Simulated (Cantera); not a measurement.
An isothermal, constant-pressure homogeneous reactor starts with NO : N2 = 1 : 0.79 (molar parts), at 1400 K and 96000 Pa.

Computed with Cantera and GRI-Mech 3.0 (53 species, 325 reactions).

Q: Predict: x(NO) at 200 s; x(N2) at 200 s; x(O2) at 200 s; x(N2O) at 200 s; x(O) at 200 s; x(NO2) at 200 s.

A: 
| Property | Value |
|---|---|
| x(NO) at 200 s | 0.373 (gas-phase equilibrium 0.000802) |
| x(N2) at 200 s | 0.534 (gas-phase equilibrium 0.720) |
| x(O2) at 200 s | 0.0915 (gas-phase equilibrium 0.279) |
| x(N2O) at 200 s | 4.23e-5 (gas-phase equilibrium 4.77e-8) |
| x(O) at 200 s | 2.98e-7 (gas-phase equilibrium 5.13e-7) |
| x(NO2) at 200 s | 0.00179 (gas-phase equilibrium 6.71e-6) |
